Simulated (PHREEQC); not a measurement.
1 kg of water holding 0.022 mol/kgw Na2CO3, 0.16 mol/kgw Na2SO4 and 0.0033 mol/kgw NaCl is evaporated at 20 °C; the solids stay in contact with the brine. The system is closed to CO2. Only these solids could form: Burkeite, Halite, Mirabilite, Nahcolite, Natron, Thenardite, Trona.

Base run: PHREEQC, Pitzer model, pitzer.dat. Each further column changes one thing. The table gives ionic strength.

```csv
H2O removed (mol),base,temperature from 20 to 5 °C
0,0.548,0.549
18.01,0.812,0.812
30.18,1.20,1.20
38.4,1.78,1.45
43.95,2.64,1.53
46.01,3.21,1.59
49.09,4.53,1.79
51.17,4.87,2.25
52.58,5.80,3.54
53.53,11.4,10.4
```

 Away from 25 °C the constants follow the database's enthalpies or fits; those with neither stay at their 25 °C values.
